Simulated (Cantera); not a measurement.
# Moist CO burnout

An isothermal, constant-pressure homogeneous reactor starts with 0.815 % CO, 0.599 % O2, 0.383 % H2O, 98.2 % N2, equivalence ratio 0.68, at 1400 K and 2.70 bar.

Computed with Cantera and GRI-Mech 3.0 (53 species, 325 reactions).

| t (s) | x CO | x O2 | x H2O | x O | x NO2 | x OH | x NO |
|---|---|---|---|---|---|---|---|
| 0.000300 | 0.00815 | 0.00599 | 0.00383 | 1.37e-7 | <1e-12 | 5.46e-8 | <1e-12 |
| 0.000823 | 0.00800 | 0.00589 | 0.00380 | 5.73e-5 | 2.14e-12 | 2.35e-5 | 6.65e-10 |
| 0.00226 | 0.00254 | 0.00317 | 0.00359 | 0.000185 | 1.17e-9 | 0.000106 | 1.06e-6 |
| 0.00620 | 0.000482 | 0.00215 | 0.00378 | 3.20e-5 | 3.37e-9 | 4.67e-5 | 1.56e-6 |
| 0.0170 | 8.22e-5 | 0.00196 | 0.00383 | 5.59e-6 | 8.57e-9 | 2.04e-5 | 1.66e-6 |
| 0.0468 | 1.19e-5 | 0.00193 | 0.00384 | 1.00e-6 | 1.26e-8 | 8.97e-6 | 1.68e-6 |
| 0.128 | 1.68e-6 | 0.00192 | 0.00384 | 2.10e-7 | 8.28e-9 | 4.18e-6 | 1.70e-6 |
| 0.352 | 3.25e-7 | 0.00192 | 0.00384 | 5.76e-8 | 3.62e-9 | 2.20e-6 | 1.70e-6 |
| 0.967 | 1.28e-7 | 0.00192 | 0.00384 | 2.81e-8 | 2.13e-9 | 1.54e-6 | 1.70e-6 |
| 2.65 | 1.12e-7 | 0.00192 | 0.00384 | 2.54e-8 | 1.98e-9 | 1.46e-6 | 1.70e-6 |
| 7.29 | 1.12e-7 | 0.00192 | 0.00384 | 2.54e-8 | 1.98e-9 | 1.46e-6 | 1.71e-6 |
| 20.0 | 1.12e-7 | 0.00192 | 0.00384 | 2.54e-8 | 1.99e-9 | 1.46e-6 | 1.71e-6 |
x: mole fraction; the columns are a selection and need not sum to one.

Equilibrium at this temperature and pressure: CO 1.13e-7, O2 0.00188, H2O 0.00384, O 2.52e-8, NO2 8.89e-8, OH 1.45e-6, NO 7.72e-5 (gas phase only).
